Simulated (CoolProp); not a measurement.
Vapour-liquid equilibrium of n-heptane (1) + n-dodecane (2) at 0.0105 bar; x and y are mole fractions of (1).

The numbers come from the multi-fluid Helmholtz-energy mixture model, Span 2003 and Lemmon 2004; pair parameters Bell 2016 in CoolProp.

```json
[
 {"x": "0.05", "bubble temperature (°C)": "50.5", "y at the bubble point": "0.890", "dew temperature at overall composition x (°C)": "85.8", "liquid density (mol/L)": "4.347"},
 {"x": "0.15", "bubble temperature (°C)": "26.6", "y at the bubble point": "0.983", "dew temperature at overall composition x (°C)": "83.7", "liquid density (mol/L)": "4.628"},
 {"x": "0.25", "bubble temperature (°C)": "16.2", "y at the bubble point": "0.994", "dew temperature at overall composition x (°C)": "81.4", "liquid density (mol/L)": "4.865"},
 {"x": "0.35", "bubble temperature (°C)": "10.0", "y at the bubble point": "0.997", "dew temperature at overall composition x (°C)": "78.8", "liquid density (mol/L)": "5.101"},
 {"x": "0.45", "bubble temperature (°C)": "5.7", "y at the bubble point": "0.998", "dew temperature at overall composition x (°C)": "75.8", "liquid density (mol/L)": "5.344"},
 {"x": "0.55", "bubble temperature (°C)": "2.6", "y at the bubble point": "0.999", "dew temperature at overall composition x (°C)": "72.4", "liquid density (mol/L)": "5.601"},
 {"x": "0.65", "bubble temperature (°C)": "0.2", "y at the bubble point": "0.999", "dew temperature at overall composition x (°C)": "68.2", "liquid density (mol/L)": "5.876"},
 {"x": "0.75", "bubble temperature (°C)": "-1.8", "y at the bubble point": "1.000", "dew temperature at overall composition x (°C)": "62.7", "liquid density (mol/L)": "6.173"},
 {"x": "0.85", "bubble temperature (°C)": "-3.5", "y at the bubble point": "1.000", "dew temperature at overall composition x (°C)": "54.9", "liquid density (mol/L)": "6.495"},
 {"x": "0.95", "bubble temperature (°C)": "-5.1", "y at the bubble point": "1.000", "dew temperature at overall composition x (°C)": "39.8", "liquid density (mol/L)": "6.849"}
]
```

No azeotrope shows between x = 0.05 and 0.95.

Pair parameters are fitted to limited data, so mixtures are less certain than the pure fluids. The gap from Raoult's law changes sign with composition, which may be real or a fault of the pair parameters; it wasn't checked against measurements.
